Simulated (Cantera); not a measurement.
A closed system holds: 1 mol HF, 0.015 mol SO2, 1.3 mol H2O, held at 3150 K and 2800 Pa.

Cantera equilibrium calculation (NASA polynomials, part measured and part estimated; ideal gas, pure solids and liquids). Candidate condensed phases: H2O, H2SO4, S; 43 gas species. Equilibrium is a limit: real reactors are often held back by kinetics, nucleation or transport.

Base state: H 0.390, HF 0.232, O 0.183, H2 0.0709, OH 0.0553, O2 0.0274, H2O 0.0271, F 0.0102 (mole fractions); condensed: gas only.

Problem. What changes in the equilibrium state with this change: HF replaced by S?

Solution. 
| species | before | after |
|---|---|---|
| H | 0.390 | 0.437 |
| S | 0.00140 | 0.133 |
| O | 0.183 | 0.123 |
| HF | 0.232 | 0 |
| SO | 0.00175 | 0.112 |
| F | 0.0102 | 0 |
| SO2 | 0.000435 | 0.0188 |
| O2 | 0.0274 | 0.0125 |
| OH | 0.0553 | 0.0418 |
| H2 | 0.0709 | 0.0891 |
| H2O | 0.0271 | 0.0230 |
| S2 | 3.72e-7 | 0.00336 |
| S2O | 5.23e-9 | 3.19e-5 |
| H2S | 5.88e-7 | 7.01e-5 |
| SH | 5.80e-5 | 0.00617 |

Problem. What changes in the equilibrium state with this change: SO2 from 0.015 to 0.0063 mol?

Solution. 
```json
[
 {"species": "H", "before": "0.390", "after": "0.391"},
 {"species": "HF", "before": "0.232", "after": "0.234"},
 {"species": "O", "before": "0.183", "after": "0.182"},
 {"species": "SO", "before": "0.00175", "after": "0.000736"},
 {"species": "O2", "before": "0.0274", "after": "0.0272"},
 {"species": "H2", "before": "0.0709", "after": "0.0715"},
 {"species": "H2O", "before": "0.0271", "after": "0.0272"},
 {"species": "OH", "before": "0.0553", "after": "0.0552"},
 {"species": "F", "before": "0.0102", "after": "0.0103"},
 {"species": "SO2", "before": "0.000435", "after": "0.000183"},
 {"species": "S", "before": "0.00140", "after": "0.000593"},
 {"species": "SH", "before": "5.80e-5", "after": "2.46e-5"}
]
```
